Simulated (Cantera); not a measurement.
Input (Python, Cantera) and output of one run.

```python
import numpy as np
import cantera as ct

gas_names = [...]  # 113 gases of nasa_gas.yaml made of C, Cu, H, O
cond_names = """
    C(gr) C6H6(L) C7H8(L) C8H18(L),n-octa Cu(cr) Cu(L) CuO(s) CuO2H2(s) Cu2O(s) Cu2O(L) H2O(s) H2O(L)
""".split()


# ... load() reads the species with a 1 bar reference pressure and builds the phases ...
atoms = {
    'CuO': {'Cu': 1, 'O': 1},
    'CH4': {'C': 1, 'H': 4},
    'H2': {'H': 2},
}
top_T = {'C(gr)': 4500, 'CuO(s)': 1390}  # K; cautious upper limits of use, not melting points


# ... equilibrate(T, P, feed) seeds the gas with the atoms and calls Mixture.equilibrate('TP', solver="vcs", rtol=1e-11, max_steps=5000) ...
results = []
feed = {'CuO': 1, 'CH4': 2.2, 'H2': 0.56}  # mol
P = 1333.22  # Pa
for T in [1150, 1175, 1200, 1225, 1250, 1275, 1300, 1325, 1350, 1375, 1400]:
    mix = equilibrate(T, P, feed)
    results.append((T, P, feed, dict(zip(mix.species_names, mix.species_moles))))

top = {s: max(r[3][s] / sum(r[3][g] for g in gas_names) for r in results) for s in gas_names}
cols = sorted((s for s in top if top[s] > 0.001), key=lambda s: -top[s])[:5]
seen = [c for c in cond_names if any(r[3].get(c, 0) > 1e-12 for r in results)]
print("log10 of partial pressures in bar; condensed amounts in mol")
print(f"{'T/K':>10s}" + "".join(f"{s[:9]:>10s}" for s in cols + seen))
for T, P, feed, n in results:
    ng = sum(n[g] for g in gas_names)
    print(f"{T:10.4g}" + "".join(f"{np.log10(max(n[s] / ng * P / 1e5, 1e-99)):10.3f}" for s in cols)
          + "".join(f"{n.get(c, 0):10.4g}" for c in seen))
```

Result:

```
log10 of partial pressures in bar; condensed amounts in mol
       T/K        H2        CO     C(gr)    Cu(cr)     Cu(L)
      1150    -1.955    -2.651     1.199         1         0
      1175    -1.955    -2.650     1.199         1         0
      1200    -1.955    -2.650     1.199         1         0
      1225    -1.955    -2.650       1.2         1         0
      1250    -1.955    -2.650       1.2         1         0
      1275    -1.955    -2.650       1.2         1         0
      1300    -1.955    -2.650       1.2    0.9999         0
      1325    -1.955    -2.650       1.2    0.9999         0
      1350    -1.955    -2.650       1.2    0.9998         0
      1375    -1.955    -2.650       1.2         0    0.9996
      1400    -1.955    -2.650       1.2         0    0.9994
```

Method: chemical equilibrium by Gibbs-energy minimisation in Cantera with the NASA 1993 tables (ideal gas, pure condensed phases).
